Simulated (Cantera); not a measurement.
A closed system holds: 1 mol Fe2O3, 6.8 mol C, 1.3 mol N2, at 0.0610 bar.

Method: chemical equilibrium by Gibbs-energy minimisation in Cantera with the NASA 1993 tables (ideal gas, pure condensed phases). Candidate condensed phases: C, Fe, Fe(CO)5, FeO, Fe2O3, Fe3O4; 27 gas species. Condensed phases not in the tables: cementite and carbon dissolved in iron. Equilibrium is a limit: real reactors are often held back by kinetics, nucleation or transport.

### Question
At 902 °C, list the 3 most abundant gas species with their mole fractions, and the condensed phases.

### Answer
CO 0.697, N2 0.303, CO2 0.000802. Condensed: C(graphite) + Fe(α).
